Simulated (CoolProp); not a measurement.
Vapour-liquid equilibrium of R125 (1) + R227EA (2) at -74.45 °C; x and y are mole fractions of (1).

Computed with CoolProp (multi-fluid Helmholtz-energy mixture model, Lemmon 2005 and Lemmon 2016; pair parameters Bell 2016).

Question: Give the bubble pressure and the first vapour's composition at x = 0.2, 0.8, 0.95. Is there an azeotrope?

Answer: x = 0.2: 0.07210 bar, y = 0.635; x = 0.8: 0.1879 bar, y = 0.963; x = 0.95: 0.2163 bar, y = 0.992. No azeotrope shows between x = 0.05 and 0.95.

The pair parameters rest on a limited set of measurements; away from them the model extrapolates.
